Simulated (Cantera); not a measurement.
**Ignition delay**

Mixture: CH₃OH : O₂ : N₂ = 1 : 1.97 : 7.42 (molar parts), at 12000 Torr, adiabatic and at constant pressure. Ignition delay is the time to a rise of 400 K.

Cantera simulation using GRI-Mech 3.0 (53 species, 325 reactions); the numbers are that mechanism's predictions, not measurements. GRI-Mech 3.0 was tuned for natural gas; its chemistry of methanol as a main component is partial and can be far from experiment. The pressure lies above the range GRI-Mech 3.0 was tuned for (to about 10 atm).

```csv
T0 (K),delay (ms)
1050,20.7
1150,2.75
1250,0.509
1350,0.125
1450,0.0390
1550,0.0150
```

| Item | Value |
|---|---|
| apparent activation energy between 1350 and 1550 K | 180 kJ/mol |
